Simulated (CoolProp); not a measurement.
Vapour-liquid equilibrium of carbon dioxide (1) + dimethyl ether (2) at -12.15 °C; x and y are mole fractions of (1).

Values from CoolProp's multi-fluid Helmholtz-energy mixture model, Span 1996 and Wu 2011; pair parameters Bell 2016.

```json
[
 {"x": "0.05", "bubble pressure (kPa)": "242.9", "y at the bubble point": "0.320", "dew pressure at overall composition x (kPa)": "178.7", "liquid density (mol/L)": "15.88"},
 {"x": "0.125", "bubble pressure (kPa)": "360.8", "y at the bubble point": "0.568", "dew pressure at overall composition x (kPa)": "192.9", "liquid density (mol/L)": "16.36"},
 {"x": "0.2", "bubble pressure (kPa)": "489.7", "y at the bubble point": "0.701", "dew pressure at overall composition x (kPa)": "209.5", "liquid density (mol/L)": "16.86"},
 {"x": "0.275", "bubble pressure (kPa)": "629.7", "y at the bubble point": "0.784", "dew pressure at overall composition x (kPa)": "229.2", "liquid density (mol/L)": "17.37"},
 {"x": "0.35", "bubble pressure (kPa)": "781.0", "y at the bubble point": "0.840", "dew pressure at overall composition x (kPa)": "252.9", "liquid density (mol/L)": "17.90"},
 {"x": "0.425", "bubble pressure (kPa)": "943.4", "y at the bubble point": "0.880", "dew pressure at overall composition x (kPa)": "282.0", "liquid density (mol/L)": "18.45"},
 {"x": "0.5", "bubble pressure (kPa)": "1116", "y at the bubble point": "0.910", "dew pressure at overall composition x (kPa)": "318.6", "liquid density (mol/L)": "19.01"},
 {"x": "0.575", "bubble pressure (kPa)": "1300", "y at the bubble point": "0.932", "dew pressure at overall composition x (kPa)": "366.2", "liquid density (mol/L)": "19.58"},
 {"x": "0.65", "bubble pressure (kPa)": "1492", "y at the bubble point": "0.950", "dew pressure at overall composition x (kPa)": "430.5", "liquid density (mol/L)": "20.16"},
 {"x": "0.725", "bubble pressure (kPa)": "1692", "y at the bubble point": "0.964", "dew pressure at overall composition x (kPa)": "522.6", "liquid density (mol/L)": "20.74"},
 {"x": "0.8", "bubble pressure (kPa)": "1900", "y at the bubble point": "0.976", "dew pressure at overall composition x (kPa)": "665.5", "liquid density (mol/L)": "21.31"},
 {"x": "0.875", "bubble pressure (kPa)": "2114", "y at the bubble point": "0.986", "dew pressure at overall composition x (kPa)": "918.7", "liquid density (mol/L)": "21.85"},
 {"x": "0.95", "bubble pressure (kPa)": "2336", "y at the bubble point": "0.995", "dew pressure at overall composition x (kPa)": "1493", "liquid density (mol/L)": "22.33"}
]
```

No azeotrope shows between x = 0.05 and 0.95.

The pair parameters rest on a limited set of measurements; away from them the model extrapolates.
